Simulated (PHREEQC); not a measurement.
Make-up at 25 °C: 0.005 mol FeCl3, 0.045 mol ZnCl2 and 7.5e-05 mol NaF per kg of water. Closed to the air; pH follows from the charge balance.

The numbers come from PHREEQC with the ion-association model, phreeqc.dat.

The pH is 2.65, the ionic strength is 0.150 mol/kgw and the density is 1.003 g/cm³. The total alkalinity comes out as -10.0 meq/kg.

```csv
species,molality,activity,log γ
Cl-,0.0995,0.0733,-0.133
Zn+2,0.0412,0.0135,-0.483
ZnCl+,0.00361,0.00267,-0.131
H+,0.00278,0.00225,-0.092
FeOH+2,0.00139,0.000457,-0.483
Fe+3,0.00108,0.000160,-0.829
FeCl+2,0.00108,0.000354,-0.483
Fe2(OH)2+4,0.000457,5.62e-6,-1.911
ZnCl2,0.000198,0.000205,0.015
FeCl2+,0.000153,0.000116,-0.121
```

No solid was allowed to form. Examples of supersaturated solids here: Hematite (slow to form), Goethite (slow to form). Others may be too. Complexes and solids missing from the database can't appear. Fluoro complexes past AlF4- and FeF3 are missing from the database.
